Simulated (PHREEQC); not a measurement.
Make-up at 25 °C: 0.049 mol/kgw Na2SeO4, 0.00039 mol/kgw HCl and 0.0059 mol/kgw FeCl3. Closed to the air; pH follows from the charge balance.

Equilibrium calculation in PHREEQC: ion-association model, wateq4f.dat.

Q: The ionic strength comes out as 0.174 mol/kgw. What activity coefficients do Fe(OH)2+, Fe3(OH)4+5, FeCl2+, Cl-, FeCl+2 get?

A: Fe(OH)2+ 0.76, Fe3(OH)4+5 0.00082, FeCl2+ 0.75, Cl- 0.72, FeCl+2 0.31.

No solid was allowed to form. The solution is supersaturated, for example in Hematite (slow to form), Goethite (slow to form), so a real one may precipitate; this is no full list. Complexes and solids missing from the database can't appear.
